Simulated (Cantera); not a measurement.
A closed system holds: 1 mol AlN, 0.062 mol C, 0.81 mol N₂, at 10.0 Torr.

Equilibrium computed with Cantera from the NASA thermochemical tables; the gas is ideal and each condensed phase is pure. Candidate condensed phases: Al, AlN, C; 16 gas species. The numbers say what is thermodynamically allowed, not how fast it happens.

log p: log10 of the partial pressure in bar; n: condensed amount in mol.

| T (°C) | log p N₂ | log p Al | log p CN | log p C₃ | n AlN(s) | n C(graphite) |
|---|---|---|---|---|---|---|
| 1352 | -1.88 | -7.57 | -9.81 | <-13 | 1.000 | 0.0620 |
| 1502 | -1.88 | [?] | [?] | [?] | 1.000 | 0.0620 |
| 1652 | -1.88 | -4.39 | -7.63 | -11.39 | 0.998 | 0.0620 |
| 1802 | -1.90 | -3.14 | -6.79 | -9.78 | 0.952 | 0.0620 |
| 1952 | -2.12 | -2.24 | -6.16 | -8.40 | 0 | 0.0618 |
| 2102 | -2.12 | -2.24 | -5.52 | -7.19 | 0 | 0.0613 |
| 2252 | -2.12 | -2.24 | [?] | [?] | 0 | 0.0594 |
| 2402 | -2.12 | -2.24 | -4.46 | -5.20 | 0 | 0.0516 |

Question: Some entries are withheld; supply them.

Answer: 
- 1502, log p Al: -5.84
- 1502, log p CN: -8.63
- 1502, log p C₃: -13.28
- 2252, log p CN: -4.96
- 2252, log p C₃: -6.14
